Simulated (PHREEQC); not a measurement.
1 kg of water holding 0.024 mol/kgw NaCl and 0.11 mol/kgw Na2SO4 is evaporated at 40 °C; the solids stay in contact with the brine. The system is closed to CO2. Only these solids could form: Halite, Mirabilite, Thenardite.

Base run: PHREEQC, Pitzer model, pitzer.dat. Each further column changes one thing. The table gives water activity.

```json
[
 {"H2O removed (mol)": "0", "base": "0.995", "temperature from 40 to 25 °C": "0.995", "temperature from 40 to 5 °C": "0.995"},
 {"H2O removed (mol)": "9.886", "base": "0.994", "temperature from 40 to 25 °C": "0.994", "temperature from 40 to 5 °C": "0.994"},
 {"H2O removed (mol)": "24.69", "base": "0.991", "temperature from 40 to 25 °C": "0.991", "temperature from 40 to 5 °C": "0.991"},
 {"H2O removed (mol)": "30.18", "base": "0.989", "temperature from 40 to 25 °C": "0.989", "temperature from 40 to 5 °C": "0.989"},
 {"H2O removed (mol)": "38.4", "base": "0.984", "temperature from 40 to 25 °C": "0.984", "temperature from 40 to 5 °C": "0.984"},
 {"H2O removed (mol)": "41.44", "base": "0.981", "temperature from 40 to 25 °C": "0.981", "temperature from 40 to 5 °C": "0.982"},
 {"H2O removed (mol)": "46.01", "base": "0.972", "temperature from 40 to 25 °C": "0.973", "temperature from 40 to 5 °C": "0.981"},
 {"H2O removed (mol)": "47.7", "base": "0.966", "temperature from 40 to 25 °C": "0.967", "temperature from 40 to 5 °C": "0.980"},
 {"H2O removed (mol)": "50.23", "base": "0.951", "temperature from 40 to 25 °C": "0.952", "temperature from 40 to 5 °C": "0.978"},
 {"H2O removed (mol)": "51.17", "base": "0.941", "temperature from 40 to 25 °C": "0.942", "temperature from 40 to 5 °C": "0.976"},
 {"H2O removed (mol)": "52.58", "base": "0.911", "temperature from 40 to 25 °C": "0.922", "temperature from 40 to 5 °C": "0.968"},
 {"H2O removed (mol)": "53.1", "base": "0.890", "temperature from 40 to 25 °C": "0.916", "temperature from 40 to 5 °C": "0.960"},
 {"H2O removed (mol)": "53.88", "base": "0.869", "temperature from 40 to 25 °C": "0.878", "temperature from 40 to 5 °C": "0.910"},
 {"H2O removed (mol)": "54.17", "base": "0.866", "temperature from 40 to 25 °C": "0.805", "temperature from 40 to 5 °C": "0.778"}
]
```

At this temperature some constants are extrapolated from 25 °C, and those without enthalpy data are left unchanged.
